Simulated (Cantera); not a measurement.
Mixture: CH3OH : O2 : N2 : H2O = 1 : 2.34 : 8.81 : 0.26 (molar parts), at 1.01 bar, adiabatic and at constant volume. Ignition delay is the time to a rise of 400 K.

Cantera simulation using GRI-Mech 3.0 (53 species, 325 reactions); the numbers are that mechanism's predictions, not measurements. GRI-Mech 3.0 was tuned for natural gas; its chemistry of methanol as a main component is partial and can be far from experiment.

Predict: delay at 1125 K; delay at 1275 K; delay at 1425 K; delay at 1575 K; apparent activation energy between 1500 and 1650 K.

delay at 1125 K: 36.1 ms
delay at 1275 K: 3.01 ms
delay at 1425 K: 0.461 ms
delay at 1575 K: 0.111 ms
apparent activation energy between 1500 and 1650 K: 170 kJ/mol
